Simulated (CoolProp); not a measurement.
A closed Brayton cycle with carbon dioxide: compressor inlet 322.15 K and 9.5 MPa, high pressure 30.7 MPa, turbine inlet 675 K, compressor efficiency 0.85, turbine efficiency 0.9, recuperator effectiveness 0.9 (on enthalpy, no pinch check). Each further row changes one setting.

Values from CoolProp's reference Helmholtz-energy equation of state, Span 1996.

| case | thermal efficiency (%) | net work (kJ/kg) | compressor to turbine work | compressor exit (K) | turbine exit (K) |
|---|---|---|---|---|---|
| as stated | 28.0 | 66.1 | 0.44 | 402.1 | 549.4 |
| turbine inlet 625 K | 24.7 | 54.2 | [?] | 402.1 | 504.0 |
| compressor inlet 332.15 K | 25.2 | 55.1 | 0.54 | 428.1 | 549.4 |
| high pressure 26.1 MPa | [?] | [?] | [?] | 390.7 | [?] |
| recuperator effectiveness 0.5 | 21.6 | 66.1 | 0.44 | 402.1 | 549.4 |

Q: Fill in the missing entries.

A: 
- turbine inlet 625 K, compressor to turbine work: 0.49
- high pressure 26.1 MPa, thermal efficiency (%): 27.8
- high pressure 26.1 MPa, net work (kJ/kg): 61.1
- high pressure 26.1 MPa, compressor to turbine work: 0.41
- high pressure 26.1 MPa, turbine exit (K): 566.3
